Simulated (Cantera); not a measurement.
Feed: 1 mol FeS₂, 180 mol H₂, 0.39 mol H₂O, equilibrated at 725 K and 10.0 mbar.

These are equilibrium values from Cantera (NASA tables, ideal gas, pure condensed phases), not measurements of a reactor. Candidate condensed phases: Fe, FeO, Fe(OH)₂, Fe(OH)₃, FeS, FeSO₄, FeS₂, Fe₂O₃, Fe₂(SO₄)₃, Fe₃O₄, H₂O, H₂SO₄, S; 22 gas species. FeS: taken at fixed stoichiometry. Rates play no part.

Base state: H₂ 0.992, H₂S 0.00554, H₂O 0.00216 (mole fractions); condensed: FeS(s).

**Question.** What changes in the equilibrium state with this change: temperature from 725 K to 2050 K?

**Answer.** 
```csv
species,before,after
H₂,0.992,0.961
H,<1e-9,0.0222
Fe,<1e-9,0.00542
SH,<1e-9,0.00330
S,<1e-9,0.00185
"FeS(s), mol",1.00,0
```
